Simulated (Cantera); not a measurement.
**Catalytic combustion on Pt**

An isothermal plug-flow reactor at 775 K and 0.987 atm (inlet), inlet velocity 0.97 m/s, active area per volume 130 1/m; feed 0.278 % H2, 18.5 % O2, 81.2 % N2, equivalence ratio 0.0075.

Detailed kinetics in Cantera: Deutschmann's 1995 Pt surface mechanism with GRI-Mech 3.0 gas chemistry. Catalytic surfaces can have several steady states; this one follows from the mechanism file's or the stated starting coverage. Mass transfer to the wall is taken as infinitely fast.

```csv
z (m),x H2,x O2,x H2O,θ free Pt,θ O*
0.00018,0.00269,0.185,8.18e-5,0.0366,0.963
0.00034,0.00262,0.185,0.000151,0.0361,0.963
0.00066,0.00249,0.185,0.000283,0.0351,0.964
0.0013,0.00226,0.185,0.000517,0.0334,0.966
0.0024,0.00193,0.185,0.000850,0.0311,0.968
0.0047,0.00142,0.184,0.00135,0.0278,0.971
0.0091,0.000852,0.184,0.00193,0.0244,0.975
0.018,0.000342,0.184,0.00244,0.0216,0.977
```
x: gas mole fraction; θ: surface coverage.
